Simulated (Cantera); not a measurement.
Feed: 1 mol toluene, 0.36 mol H₂, 0.63 mol N₂, held at 1100 Pa.

Cantera equilibrium calculation (NASA polynomials, part measured and part estimated; ideal gas, pure solids and liquids). Candidate condensed phases: C, C₆H₆, C₇H₈, C₈H₁₈; 110 gas species. Ions and electrons are included (thermal ionisation). Equilibrium is a limit: real reactors are often held back by kinetics, nucleation or transport.

Task: Which condensed phases are stable at each of these points (T (K)): 2000, 2500, 3000, 3500, 4000, 4500, 5000?

Result: 
| T (K) | condensed phases | C condensed (%) |
|---|---|---|
| 2000 | C(graphite) | 99.5 |
| 2500 | C(graphite) | 97.1 |
| 3000 | C(graphite) | 80.5 |
| 3500 | gas only | 0.0 |
| 4000 | gas only | 0.0 |
| 4500 | gas only | 0.0 |
| 5000 | gas only | 0.0 |

From 2000 K to 3000 K the condensed part is C(graphite). From 3500 K to 5000 K nothing is condensed.
